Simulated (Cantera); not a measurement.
## Stirred combustor or abatement burner

A perfectly stirred reactor is fed with 35.0 % CO, 6.64 % H2, 12.2 % O2, 46.2 % N2, equivalence ratio 1.7, at 1000000 Pa; it is adiabatic with a 750 K inlet, and is followed from long to short residence time, starting on the burning branch (τ in s: 0.1, 0.046, 0.021, 0.0096, 0.0044, 0.002, 0.0009, 0.00041, 0.00019, 8.5e-05, 3.9e-05).

Computed with Cantera and GRI-Mech 3.0 (53 species, 325 reactions). The hydrogen kinetics of GRI-Mech 3.0 are dated; newer H2 mechanisms differ, most at raised pressure.

```tsv
τ (s)	T (K)	x CO	x H2	x O2	x H2O2	x N2O
0.10	2591	0.188	0.00906	0.000453	3.75e-8	1.45e-7
0.046	2591	0.188	0.00906	0.000474	3.85e-8	1.47e-7
0.021	2589	0.188	0.00906	0.000519	4.09e-8	1.50e-7
0.0096	2587	0.188	0.00907	0.000613	4.56e-8	1.57e-7
0.0044	2581	0.189	0.00909	0.000802	5.48e-8	1.71e-7
0.0020	2571	0.189	0.00912	0.00117	7.18e-8	1.93e-7
0.00090	2553	0.191	0.00919	0.00188	1.00e-7	2.26e-7
0.00041	2523	0.193	0.00933	0.00308	1.43e-7	2.70e-7
0.00019	2478	0.196	0.00957	0.00497	2.01e-7	3.20e-7
8.5e-5	2409	0.201	0.00995	0.00789	2.87e-7	3.73e-7
3.9e-5	2318	0.208	0.0104	0.0117	4.07e-7	4.18e-7
```
x: mole fraction; the columns are a selection and need not sum to one.
